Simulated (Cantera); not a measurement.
Input: 1 mol H₂O, 0.45 mol SO₂, 3.2 mol H₂, held at 2623.15 K and 75.0 Torr.

These are equilibrium values from Cantera (NASA tables, ideal gas, pure condensed phases), not measurements of a reactor. Equilibrium is a limit: real reactors are often held back by kinetics, nucleation or transport.

| species | before | after |
|---|---|---|
| H₂ | 0.504 | 0.529 |
| H₂O | 0.298 | 0.392 |
| S₂ | 0.00454 | 0.0266 |
| H | 0.0946 | 0.00515 |
| SO | 0.0361 | 0.00923 |
| OH | 0.0132 | 0.000416 |
| H₂S | 0.00174 | 0.0142 |
| S | 0.0153 | 0.00223 |
| SO₂ | 0.0204 | 0.0124 |
| O | 0.00160 | 2.93e-6 |
| O₂ | 0.000385 | 9.29e-7 |
| S₂O | 6.00e-5 | 0.000188 |
| SH | 0.00978 | 0.00941 |
Gas species are given as mole fractions.

Problem. What was changed between the two runs?
(A) temperature from 2623.15 K to 2048.15 K
(B) pressure from 75.0 Torr to 1 atm
(C) pressure from 75.0 Torr to 383 Torr
(D) temperature from 2623.15 K to 1775 K

Solution. A, temperature from 2623.15 K to 2048.15 K
